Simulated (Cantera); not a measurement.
A freely propagating, adiabatic, planar premixed flame of CO : H2 : CH4 : O2 : N2 = 1 : 0.053 : 0.14 : 1.06 : 3.99 (molar parts), equivalence ratio 0.76, unburnt at 325 K and 2.90 bar; mixture-averaged transport, grid criteria slope 0.08 and curve 0.16, no radiation.

Detailed kinetics in Cantera: GRI-Mech 3.0 (53 species, 325 reactions). Burning velocities carry a grid error of a few per cent, more on coarse grids.

Task: How do the results move with these cheaper or finer settings: unity-Lewis-number transport; multicomponent transport; multicomponent+Soret transport; grid criteria slope 0.5, curve 1; grid criteria slope 0.25, curve 0.5; grid criteria slope 0.03, curve 0.06?

Result: 
| setting | laminar burning velocity | thermal thickness | peak x(O) | peak x(C2H) | grid points |
|---|---|---|---|---|---|
| as above | 32.3 cm/s | 0.212 mm | 0.00484 | <1e-8 | 138 |
| unity-Lewis-number transport | 28.9 cm/s | 0.209 mm | 0.00542 | <1e-8 | 131 |
| multicomponent transport | 32.3 cm/s | 0.213 mm | 0.00485 | <1e-8 | 138 |
| multicomponent+Soret transport | 31.4 cm/s | 0.216 mm | 0.00483 | <1e-8 | 138 |
| grid criteria slope 0.5, curve 1 | 34.9 cm/s | 0.233 mm | 0.00503 | <1e-8 | 33 |
| grid criteria slope 0.25, curve 0.5 | 33.2 cm/s | 0.219 mm | 0.00491 | <1e-8 | 55 |
| grid criteria slope 0.03, curve 0.06 | 31.9 cm/s | 0.209 mm | 0.00482 | <1e-8 | 330 |
The base run took about 7 core-seconds (a rough figure).
Unity Lewis numbers drop preferential diffusion, which matters most where H2 and H carry the flame; Soret adds thermal diffusion.
